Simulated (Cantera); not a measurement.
Input (Python, Cantera):

```python
import numpy as np
import cantera as ct

surf = ct.Interface("diamond.yaml", "diamond_100")
gas, bulk = surf.adjacent["gas"], surf.adjacent["diamond"]
k = surf.kinetics_species_index(bulk.species_names[0])
cover = ["c6HH", "c6H*", "c6*H", "c6**", "c6HM", "c6B"]

rows, drift = [], 0.0
print(f"{'xCH3':>10s}{'um/h':>11s}" + "".join(f"{s:>11s}" for s in cover))
for v in [1e-06, 2.6e-06, 6.7e-06, 1.7e-05, 4.5e-05, 0.00012, 0.0003, 0.00078, 0.002]:
    T, P, xH, xCH3 = 1125, 5100, 0.0028, v
    gas.TPX = T, P, {"H": xH, "CH3": xCH3, "CH4": 0.021, "H2": 1 - xH - xCH3 - 0.021}
    surf.TP = bulk.TP = T, P
    surf.coverages = "c6H*:0.1, c6HH:0.9"
    surf.advance_coverages(100.0)
    before = surf.coverages
    surf.advance_coverages(100.0)
    drift = max(drift, np.max(np.abs(surf.coverages - before) / (surf.coverages + 1e-9)))
    rate = surf.net_production_rates[k] * bulk.mean_molecular_weight / bulk.density * 3.6e9
    rows.append([rate, *surf[cover].coverages])
    print(f"{v:10.4g}{rate:11.4e}" + "".join(f"{x:11.3e}" for x in rows[-1][1:]))
```

Result:

```
      xCH3       um/h       c6HH       c6H*       c6*H       c6**       c6HM        c6B
     1e-06 2.1594e-02  4.963e-01  3.031e-02  4.534e-01  1.990e-02  5.602e-05  5.860e-11
   2.6e-06 5.6132e-02  4.963e-01  3.031e-02  4.533e-01  1.989e-02  1.456e-04  1.523e-10
   6.7e-06 1.4457e-01  4.961e-01  3.030e-02  4.531e-01  1.988e-02  3.751e-04  3.923e-10
   1.7e-05 3.6635e-01  4.957e-01  3.027e-02  4.527e-01  1.984e-02  9.505e-04  9.941e-10
   4.5e-05 9.6633e-01  4.945e-01  3.019e-02  4.515e-01  1.975e-02  2.507e-03  2.622e-09
   0.00012 2.5528e+00  4.915e-01  2.999e-02  4.485e-01  1.949e-02  6.626e-03  6.927e-09
    0.0003 6.2423e+00  4.844e-01  2.951e-02  4.414e-01  1.891e-02  1.622e-02  1.694e-08
   0.00078 1.5341e+01  4.668e-01  2.834e-02  4.239e-01  1.748e-02  3.995e-02  4.163e-08
     0.002 3.4593e+01  4.294e-01  2.585e-02  3.866e-01  1.456e-02  9.055e-02  9.387e-08
```

Computed with Cantera and the Harris–Goodwin 1993 mechanism for the reconstructed diamond (100) surface.
